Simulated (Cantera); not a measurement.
An isothermal, constant-pressure homogeneous reactor starts with 99.3 % N2O, 0.685 % H2O, at 1100 K and 86000 Pa.

Computed with Cantera and GRI-Mech 3.0 (53 species, 325 reactions). GRI-Mech 3.0 was tuned for natural gas; its chemistry of N2O as a main component is partial and can be far from experiment. The mechanism lacks the step 2 NO + O2 → 2 NO2, which can matter for NO2 below about 1400 K. The temperature is held fixed by assumption; the heat of reaction is taken as removed at once.

x: mole fraction; the columns are a selection and need not sum to one.

| t (s) | x N2O | x H2O | x H2 | x NO | x OH | x NO2 | x N2 |
|---|---|---|---|---|---|---|---|
| 1.00e-6 | 0.993 | 0.00685 | <1e-12 | 2.15e-10 | 1.53e-11 | <1e-12 | 3.39e-8 |
| 5.37e-6 | 0.993 | 0.00685 | <1e-12 | ? | 3.83e-10 | <1e-12 | ? |
| 2.89e-5 | 0.993 | 0.00685 | <1e-12 | 8.56e-8 | 6.03e-9 | <1e-12 | 1.52e-6 |
| 0.000155 | 0.993 | 0.00685 | <1e-12 | 6.39e-7 | 4.18e-8 | 9.69e-12 | 9.39e-6 |
| 0.000833 | 0.993 | 0.00685 | 1.89e-11 | 3.62e-6 | 1.65e-7 | 2.04e-9 | 5.18e-5 |
| 0.00447 | 0.993 | 0.00685 | 4.71e-10 | 1.91e-5 | 4.57e-7 | 5.23e-7 | 0.000281 |
| 0.0240 | 0.991 | 0.00685 | 2.86e-9 | 8.84e-5 | 1.15e-6 | 1.67e-5 | 0.00152 |
| 0.129 | 0.981 | 0.00682 | 2.71e-9 | 0.000439 | 1.77e-6 | 0.000111 | 0.00813 |
| 0.693 | 0.929 | 0.00670 | 1.23e-9 | 0.00246 | 2.34e-6 | 0.000243 | 0.0417 |
| 3.72 | 0.711 | 0.00621 | 8.61e-10 | 0.0110 | 2.41e-6 | 0.000330 | 0.183 |
| 20.0 | ? | ? | 4.18e-10 | ? | ? | ? | ? |

Task: Complete the blanks.

Result: 
- 5.37e-6, x NO: 5.37e-9
- 5.37e-6, x N2: 2.11e-7
- 20.0, x N2O: 0.242
- 20.0, x H2O: 0.00513
- 20.0, x NO: 0.0263
- 20.0, x OH: 1.70e-6
- 20.0, x NO2: 0.000406
- 20.0, x N2: 0.489
